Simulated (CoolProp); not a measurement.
2000 sccm (0 °C, 1 atm) of nitrogen bubbles through liquid n-nonane at 341.5 K and leaves saturated at a total pressure of 0.15 MPa (ideal gas phase). Each further row changes one setting.

Computed with CoolProp (reference Helmholtz-energy equation of state, Lemmon 2006). It is a short technical equation, of lower accuracy than the large ones.

```tsv
case	vapour pressure (kPa)	mole fraction of vapour	delivery (mg/min)	delivery (sccm)	change of delivery for a bath 1 K warmer (%)
as stated	5.86	(withheld)	(withheld)	(withheld)	(withheld)
bath temperature 346.5 K	(withheld)	0.0488	587	(withheld)	4.7
total pressure 0.3 MPa	5.86	0.0195	(withheld)	39.9	4.7
```

Question: Fill in the missing entries.

Answer: 
- as stated, mole fraction of vapour: 0.0391
- as stated, delivery (mg/min): 466
- as stated, delivery (sccm): 81.4
- as stated, change of delivery for a bath 1 K warmer (%): 4.8
- bath temperature 346.5 K, vapour pressure (kPa): 7.32
- bath temperature 346.5 K, delivery (sccm): 103
- total pressure 0.3 MPa, delivery (mg/min): 228
